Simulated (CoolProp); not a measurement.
Vapour-liquid equilibrium of diethyl ether (1) + benzene (2) at 155 kPa; x and y are mole fractions of (1).

Computed with CoolProp (multi-fluid Helmholtz-energy mixture model, Thol 2014 and Thol 2012; pair parameters Bell 2016).

**Question.** Give the bubble temperature and the first vapour's composition at x = 0.5, 0.575, 0.65. Is there an azeotrope?

**Answer.** x = 0.5: 63.5 °C, y = 0.799; x = 0.575: 60.4 °C, y = 0.846; x = 0.65: 57.6 °C, y = 0.885. No azeotrope shows between x = 0.05 and 0.95.

The pair parameters rest on a limited set of measurements; away from them the model extrapolates.
